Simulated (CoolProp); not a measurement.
Vapour-liquid equilibrium of n-hexane (1) + ethylbenzene (2) at 0.0338 bar; x and y are mole fractions of (1).

Model: multi-fluid Helmholtz-energy mixture model, Thol 2019 and Zhou 2012; pair parameters Bell 2016, in CoolProp.

```csv
x,bubble temperature (°C),y at the bubble point,dew temperature at overall composition x (°C),liquid density (mol/L)
0.05,29.4,0.537,42.2,8.063
0.15,15.4,0.816,40.2,8.133
0.25,8.1,0.896,37.9,8.148
0.35,3.6,0.931,35.3,8.141
0.45,0.3,0.952,32.4,8.123
0.55,-2.2,0.965,29.0,8.099
0.65,-4.3,0.975,24.9,8.071
0.75,-6.2,0.983,19.7,8.042
0.85,-7.9,0.990,12.6,8.010
0.95,-9.6,0.997,0.6,7.978
```

No azeotrope shows between x = 0.05 and 0.95.

The pair parameters rest on a limited set of measurements; away from them the model extrapolates.
